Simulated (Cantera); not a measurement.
Input: 1 mol SiCl₄, 1.8 mol Cl₂, 11 mol H₂, equilibrated at 1675 K and 13.0 bar.

Cantera equilibrium calculation (NASA polynomials, part measured and part estimated; ideal gas, pure solids and liquids). Candidate condensed phases: Si; 19 gas species. The tables' values for SiCl₃ are old estimates; treat these amounts as uncertain. Kinetics and transport are ignored.

Base state: H₂ 0.624, HCl 0.304, SiCl₄ 0.0344, SiCl₃ 0.0130, SiHCl₃ 0.0127, SiCl₂ 0.0103, SiH₂Cl₂ 0.000812, H 2.54e-5 (mole fractions); condensed: gas only.

What changes in the equilibrium state with this change: pressure from 13.0 bar to 3.20 bar?


```json
[
 {"species": "H₂", "before": "0.624", "after": "0.606"},
 {"species": "HCl", "before": "0.304", "after": "0.324"},
 {"species": "SiCl₂", "before": "0.0103", "after": "0.0235"},
 {"species": "SiHCl₃", "before": "0.0127", "after": "0.00762"},
 {"species": "SiCl₄", "before": "0.0344", "after": "0.0226"},
 {"species": "SiCl₃", "before": "0.0130", "after": "0.0160"},
 {"species": "Cl", "before": "9.69e-6", "after": "2.11e-5"},
 {"species": "SiH₃Cl", "before": "1.57e-5", "after": "7.79e-6"},
 {"species": "H", "before": "2.54e-5", "after": "5.05e-5"},
 {"species": "SiH₂Cl₂", "before": "0.000812", "after": "0.000443"}
]
```
